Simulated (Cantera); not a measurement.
Input: 1 mol Cu₂O, 1.5 mol CH₄, 0.28 mol N₂, held at 1.80 mbar.

Equilibrium computed with Cantera from the NASA thermochemical tables; the gas is ideal and each condensed phase is pure. Candidate condensed phases: C, C₆H₆, C₇H₈, C₈H₁₈, Cu, CuO, Cu(OH)₂, Cu₂O, H₂O; 139 gas species. The numbers say what is thermodynamically allowed, not how fast it happens.

**Question.** Which condensed phases are stable at each of these points (T (K)): 1550, 1625, 1700, 1775, 1850, 1925, 2000?

**Answer.** 
```json
[
 {"T (K)": "1550", "condensed phases": "C(graphite) + Cu(l)", "Cu condensed (%)": "97.8"},
 {"T (K)": "1625", "condensed phases": "C(graphite) + Cu(l)", "Cu condensed (%)": "93.0"},
 {"T (K)": "1700", "condensed phases": "C(graphite) + Cu(l)", "Cu condensed (%)": "79.2"},
 {"T (K)": "1775", "condensed phases": "C(graphite) + Cu(l)", "Cu condensed (%)": "37.7"},
 {"T (K)": "1850", "condensed phases": "C(graphite)", "Cu condensed (%)": "0.0"},
 {"T (K)": "1925", "condensed phases": "C(graphite)", "Cu condensed (%)": "0.0"},
 {"T (K)": "2000", "condensed phases": "C(graphite)", "Cu condensed (%)": "0.0"}
]
```

From 1550 K to 1775 K the condensed part is C(graphite) + Cu(l). From 1850 K to 2000 K the condensed part is C(graphite).
